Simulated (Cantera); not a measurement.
Input: 1 mol Ta, 7.5 mol O2, 31 mol N2, equilibrated at 590000 Pa.

Equilibrium computed with Cantera from the NASA thermochemical tables; the gas is ideal and each condensed phase is pure. Candidate condensed phases: Ta, Ta2O5; 12 gas species. Rates play no part.

x: gas mole fraction; n: condensed amount in mol.

```
T (°C)   x N2   x O2  x NO       x O  n Ta2O5(s)  n Ta2O5(l)
------  -----  -----  ----  --------  ----------  ----------
1100    0.832  0.167     ?   1.04e-7       0.500           0
1200    0.832  0.167     ?   4.70e-7       0.500           0
1300    0.831  0.167     ?   1.76e-6       0.500           0
1400    0.831  0.167     ?   5.62e-6       0.500           0
1500    0.830  0.166     ?   1.57e-5       0.500           0
1600    0.830  0.165     ?   3.96e-5       0.500           0
1700    0.829  0.164     ?   9.06e-5       0.500           0
1800    0.828  0.163     ?  0.000191           0       0.500
```

**Question.** Some entries are withheld; supply them.

**Answer.** 
- 1100, x NO: 0.000570
- 1200, x NO: 0.000981
- 1300, x NO: 0.00158
- 1400, x NO: 0.00239
- 1500, x NO: 0.00346
- 1600, x NO: 0.00480
- 1700, x NO: 0.00645
- 1800, x NO: 0.00841
